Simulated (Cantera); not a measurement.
**Reactions in the system H-N-O-Sr**

Standard-state values (1 bar) from the NASA 1993 polynomials, evaluated with Cantera. Values are per mole of reaction as written; species without (g) are pure solids or liquids, kept so even where they would boil at 1 bar.

3 O(g) + 3 SrO + 2 NH3(g) ⇌ 3 Sr(OH)2 + 2 N(g)

```
T (K)  ΔH° (kJ)  ΔS° (J/K)  ΔG° (kJ)  log10 K    condensed phases
-----  --------  ---------  --------  -------  ------------------
523      -835.7     -426.1    -612.8    61.20  SrO(s), Sr(OH)2(s)
598      -830.8     -417.4    -581.2    50.76  SrO(s), Sr(OH)2(s)
673      -824.3     -407.2    -550.2    42.71  SrO(s), Sr(OH)2(s)
748      -816.0     -395.6    -520.1    36.32  SrO(s), Sr(OH)2(s)
823      -741.0     -299.9    -494.2    31.36  SrO(s), Sr(OH)2(l)
898      -727.4     -284.1    -472.3    27.47  SrO(s), Sr(OH)2(l)
973      -714.2     -269.9    -451.5    24.24  SrO(s), Sr(OH)2(l)
1048     -701.4     -257.3    -431.8    21.52  SrO(s), Sr(OH)2(l)
1123     -689.0     -245.8    -412.9    19.21  SrO(s), Sr(OH)2(l)
```
